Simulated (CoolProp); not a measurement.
Vapour-liquid equilibrium of R227EA (1) + isobutene (2) at 849 kPa; x and y are mole fractions of (1).

Model: multi-fluid Helmholtz-energy mixture model, Lemmon 2016 and Lemmon 2005; pair parameters Bell 2016, in CoolProp.

Give the bubble temperature and the first vapour's composition at x = 0.35, 0.5, 0.8. Is there an azeotrope?

x = 0.35: 320.1 K, y = 0.477; x = 0.5: 318.3 K, y = 0.569; x = 0.8: 317.8 K, y = 0.778. y crosses x between x = 0.65 and 0.8: the model has an azeotrope there.

The pair parameters rest on a limited set of measurements; away from them the model extrapolates.
